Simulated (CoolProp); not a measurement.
Model: reference Helmholtz-energy equation of state, Gao 2020, in CoolProp.

Problem. For ammonia, give the phase and the speed of sound (m/s), Joule-Thomson coefficient (K/MPa) at 184.55 °C and 10200 kPa; 184.55 °C and 15300 kPa.

Solution. 
- 184.55 °C and 10200 kPa: gas; speed of sound 462, Joule-Thomson coefficient 6.15
- 184.55 °C and 15300 kPa: supercritical; speed of sound 428, Joule-Thomson coefficient 5.19
